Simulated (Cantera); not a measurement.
Input: 1 mol CHF₃, 0.019 mol F₂, equilibrated at 0.0240 bar.

Cantera equilibrium calculation (NASA polynomials, part measured and part estimated; ideal gas, pure solids and liquids). Candidate condensed phases: C, C₆H₆, C₇H₈, C₈H₁₈; 95 gas species. Equilibrium is a limit: real reactors are often held back by kinetics, nucleation or transport.

Task: Which condensed phases are stable at each of these points (T (K)): 2800, 2875, 2950, 3025, 3100, 3175, 3250?

Result: 
```tsv
T (K)	condensed phases	C condensed (%)
2800	C(graphite)	60.2
2875	C(graphite)	62.3
2950	C(graphite)	60.3
3025	C(graphite)	51.1
3100	C(graphite)	28.5
3175	gas only	0.0
3250	gas only	0.0
```

From 2800 K to 3100 K the condensed part is C(graphite). From 3175 K to 3250 K nothing is condensed.
